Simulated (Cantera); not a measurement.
A closed system holds: 1 mol Cu2O, 1.1 mol CH4, 0.74 mol CO, at 1823.15 K and 0.0100 bar.

Equilibrium computed with Cantera from the NASA thermochemical tables; the gas is ideal and each condensed phase is pure. Candidate condensed phases: C, C6H6, C7H8, C8H18, Cu, CuO, Cu(OH)2, Cu2O, H2O; 113 gas species. Equilibrium is a limit: real reactors are often held back by kinetics, nucleation or transport.

Base state: H2 0.516, CO 0.410, Cu 0.0705, H 0.00312, Cu2 0.000149, C2H2 (acetylene) 0.000109 (mole fractions); condensed: C(graphite) + Cu(l).

Problem. What changes in the equilibrium state with this change: pressure from 0.0100 bar to 0.133 bar?

Solution. 
```tsv
species	before	after
H2	0.516	0.555
CO	0.410	0.439
Cu	0.0705	0.00529
CH4	1.90e-6	2.92e-5
Cu2	0.000149	1.12e-5
H	0.00312	0.000885
C2H2 (acetylene)	0.000109	0.000117
C(graphite), mol	0.0991	0.0990
Cu(l), mol	1.70	1.98
```
